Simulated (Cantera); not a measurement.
# Ignition delay

Mixture: CH3OH : O2 : N2 : H2O = 1 : 1.07 : 6.43 : 0.76 (molar parts), at 2.37 atm, adiabatic and at constant volume. Ignition delay is the time to a rise of 400 K.

Cantera simulation using GRI-Mech 3.0 (53 species, 325 reactions); the numbers are that mechanism's predictions, not measurements. GRI-Mech 3.0 was tuned for natural gas; its chemistry of methanol as a main component is partial and can be far from experiment.

```json
[
 {"T0 (K)": "1075", "delay (ms)": "40.5"},
 {"T0 (K)": "1125", "delay (ms)": "14.8"},
 {"T0 (K)": "1175", "delay (ms)": "5.88"},
 {"T0 (K)": "1225", "delay (ms)": "2.53"},
 {"T0 (K)": "1275", "delay (ms)": "1.17"},
 {"T0 (K)": "1325", "delay (ms)": "0.581"},
 {"T0 (K)": "1375", "delay (ms)": "0.306"},
 {"T0 (K)": "1425", "delay (ms)": "0.170"},
 {"T0 (K)": "1475", "delay (ms)": "0.0997"},
 {"T0 (K)": "1525", "delay (ms)": "0.0612"}
]
```

| Item | Result |
|---|---|
| apparent activation energy between 1425 and 1525 K | 180 kJ/mol |
